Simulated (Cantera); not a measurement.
**SiHCl₃ + NH₃ (silicon nitride deposition)**

Feed: 1 mol SiHCl₃, 43 mol NH₃, equilibrated at 1.33 mbar.

Method: chemical equilibrium by Gibbs-energy minimisation in Cantera with the NASA 1993 tables (ideal gas, pure condensed phases). Candidate condensed phases: NH₄Cl, Si, Si₃N₄; 28 gas species. The tables' values for SiCl, SiN are old estimates; treat these amounts as uncertain. Gases not in the tables: Si₂H₆ and higher silanes. Equilibrium is a limit: real reactors are often held back by kinetics, nucleation or transport.

From 1525 K to 1575 K the condensed part is Si₃N₄(s). From 1625 K to 1675 K the condensed part is Si(s). From 1725 K to 1875 K the condensed part is Si(l). From 1925 K to 2025 K nothing is condensed. The main Si-bearing gas is SiCl₂ at 1525 K and Si at 2025 K.

| T (K) | x H₂ | x N₂ | x H | x HCl | x Si | n Si₃N₄(s) | n Si(s) | n Si(l) |
|---|---|---|---|---|---|---|---|---|
| 1525 | 0.727 | 0.239 | 0.000553 | 0.0309 | 5.48e-6 | 0.284 | 0 | 0 |
| 1575 | 0.728 | 0.240 | 0.000971 | 0.0287 | 3.08e-5 | 0.252 | 0 | 0 |
| 1625 | 0.724 | 0.244 | 0.00164 | 0.0269 | 0.000122 | 0 | 0.674 | 0 |
| 1675 | 0.723 | 0.244 | 0.00270 | 0.0267 | 0.000326 | 0 | 0.646 | 0 |
| 1725 | 0.721 | 0.244 | 0.00432 | 0.0268 | 0.000761 | 0 | 0 | 0.610 |
| 1775 | 0.718 | 0.243 | 0.00672 | 0.0270 | 0.00165 | 0 | 0 | 0.534 |
| 1825 | 0.713 | 0.242 | 0.0102 | 0.0271 | 0.00341 | 0 | 0 | 0.371 |
| 1875 | 0.706 | 0.241 | 0.0151 | 0.0269 | 0.00679 | 0 | 0 | 0.0481 |
| 1925 | 0.699 | 0.239 | 0.0219 | 0.0284 | 0.00829 | 0 | 0 | 0 |
| 1975 | 0.689 | 0.238 | 0.0311 | 0.0295 | 0.00912 | 0 | 0 | 0 |
| 2025 | 0.678 | 0.236 | 0.0434 | 0.0299 | 0.00966 | 0 | 0 | 0 |
x: gas mole fraction; n: condensed amount in mol.
